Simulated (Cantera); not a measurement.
Cantera with NASA thermochemical tables; ideal gases at 1 bar, condensed phases pure. Values are per mole of reaction as written; species without (g) are pure solids or liquids, kept so even where they would boil at 1 bar.

3 H2(g) + Al2Cl6(g) ⇌ 2 Al + 6 HCl(g), with ΔH° = 741.9 kJ and ΔS° = 310.8 J/K at 300 K.

**Question.** How far is the shortcut ΔG° ≈ ΔH°(300 K) − T·ΔS°(300 K) from the full temperature-dependent value at 473, 498, 523, 548, 573 K?

**Answer.** 
```csv
T (K),shortcut (kJ),full (kJ),difference (kJ),difference in log10 K
473,594.9,596.0,-1.1,0.12
498,587.1,588.5,-1.4,0.15
523,579.3,581.1,-1.8,0.18
548,571.6,573.8,-2.2,0.21
573,563.8,566.5,-2.7,0.24
```
The shortcut ignores the heat-capacity change of the reaction.
